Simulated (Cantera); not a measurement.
An adiabatic, constant-volume homogeneous reactor starts with CO : H2 : O2 : N2 = 2.8 : 0.34 : 0.305 : 1.15 (molar parts), equivalence ratio 5.1, at 1250 K and 1.00 bar.

Model: GRI-Mech 3.0 (53 species, 325 reactions), integrated in Cantera.

Task: Predict: time of steepest temperature rise; temperature at 1.00 s; equilibrium temperature; x(CO) at 1.00 s; x(H2) at 1.00 s; x(O2) at 1.00 s; x(N2O) at 1.00 s; x(O) at 1.00 s.

Result: time of steepest temperature rise: 81.9 µs
temperature at 1.00 s: 2468 K
equilibrium temperature: 2468 K
x(CO) at 1.00 s: 0.551 (gas-phase equilibrium 0.551)
x(H2) at 1.00 s: 0.0366 (gas-phase equilibrium 0.0366)
x(O2) at 1.00 s: 1.76e-5 (gas-phase equilibrium 1.76e-5)
x(N2O) at 1.00 s: 5.11e-9 (gas-phase equilibrium 5.11e-9)
x(O) at 1.00 s: 3.84e-5 (gas-phase equilibrium 3.84e-5)
